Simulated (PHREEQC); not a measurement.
Dissolve 0.0037 mol NaHSO4 and 0.036 mol KOH per kg of water at 25 °C. Closed to the air; pH follows from the charge balance.

The numbers come from PHREEQC with the ion-association model, wateq4f.dat.

No solid was allowed to form.

Task: Order these S species by the share of S that they hold, largest first: NaSO4-, KSO4-, SO4-2.

Result: SO4-2 (89 %), KSO4- (11 %), NaSO4- (0.78 %)

The pH is 12.42 and the ionic strength 0.0426 mol/kgw.
